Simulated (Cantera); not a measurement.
Source: NASA polynomial tables (part measured, part estimated), evaluated in Cantera. Values are per mole of reaction as written; species without (g) are pure solids or liquids, kept so even where they would boil at 1 bar.

### Question
Between 350 and 750 K, where is each reaction favourable under standard conditions?
- Pb(g) + S = PbS(g)

### Answer
- Pb(g) + S = PbS(g): ΔG° is -79 kJ at 350 K and -91 kJ at 750 K; it stays negative (K > 1). ΔH° is -74 kJ and ΔS° 23 J/K at 750 K.
